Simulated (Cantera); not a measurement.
Cantera run, input and output.

```python
import numpy as np
import cantera as ct

gas = ct.Solution("h2o2.yaml")
gas.TPX = 1200, 3000, {'H2': 0.095, 'O2': 1}
inlet = ct.Reservoir(gas, clone=True)

reactor = ct.IdealGasConstPressureReactor(gas, energy="off", clone=False)
exhaust = ct.Reservoir(gas, clone=True)
tau = [1.3, 0.59, 0.26, 0.12, 0.053, 0.023, 0.01, 0.0047][0]
for a, b in ((inlet, reactor), (reactor, exhaust)):
    ct.MassFlowController(a, b, mdot=lambda t: reactor.mass / tau)
net = ct.ReactorNet([reactor])
show = ['H2', 'O2', 'H2O2', 'H2O', 'OH', 'O']

rows = []
print(f"{'tau/s':>10s}{'T/K':>9s}" + "".join(f"{s:>11s}" for s in show))
for tau in [1.3, 0.59, 0.26, 0.12, 0.053, 0.023, 0.01, 0.0047]:
    net.initial_time = 0.0
    net.advance(30 * tau)
    before = gas.X
    net.advance(40 * tau)
    drift = np.max(np.abs(gas.X - before) / (gas.X + 1e-9))
    rows.append([gas.T, *gas[show].X, drift])
    print(f"{tau:10.3e}{gas.T:9.1f}" + "".join(f"{x:11.3e}" for x in gas[show].X))
```

Output:

```
     tau/s      T/K         H2         O2       H2O2        H2O         OH          O
 1.300e+00   1200.0  1.460e-04  9.080e-01  1.739e-07  9.004e-02  8.145e-04  9.456e-04
 5.900e-01   1200.0  2.370e-04  9.072e-01  2.134e-07  8.975e-02  1.062e-03  1.586e-03
 2.600e-01   1200.0  3.887e-04  9.060e-01  2.576e-07  8.928e-02  1.398e-03  2.690e-03
 1.200e-01   1200.0  6.156e-04  9.040e-01  3.005e-07  8.858e-02  1.811e-03  4.376e-03
 5.300e-02   1200.0  9.944e-04  9.008e-01  3.448e-07  8.739e-02  2.373e-03  7.175e-03
 2.300e-02   1200.0  1.613e-03  8.958e-01  3.866e-07  8.540e-02  3.101e-03  1.150e-02
 1.000e-02   1200.0  2.601e-03  8.887e-01  4.242e-07  8.223e-02  3.986e-03  1.742e-02
 4.700e-03   1200.0  4.016e-03  8.810e-01  4.589e-07  7.803e-02  4.899e-03  2.351e-02
```

Computed with Cantera and the H2/O2 subset of GRI-Mech 3.0, which has no nitrogen chemistry. Radical loss at walls, strong at low pressure, is not modelled. The temperature is held fixed by assumption; the heat of reaction is taken as removed at once.
